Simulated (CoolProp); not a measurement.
Vapour-liquid equilibrium of isobutene (1) + ethanol (2) at 331.4 K; x and y are mole fractions of (1).

Values from CoolProp's multi-fluid Helmholtz-energy mixture model, Lemmon 2005 and Schroeder 2014; pair parameters Bell 2016.

Task: Give the bubble pressure and the first vapour's composition at x = 0.2, 0.5, 0.575. Is there an azeotrope?

Result: x = 0.2: 0.4884 MPa, y = 0.916; x = 0.5: 0.6410 MPa, y = 0.940; x = 0.575: 0.6413 MPa, y = 0.940. No azeotrope shows between x = 0.05 and 0.95.

Pair parameters are fitted to limited data, so mixtures are less certain than the pure fluids. With so large a gap from Raoult's law the liquid may split in two, which this calculation doesn't test in full.
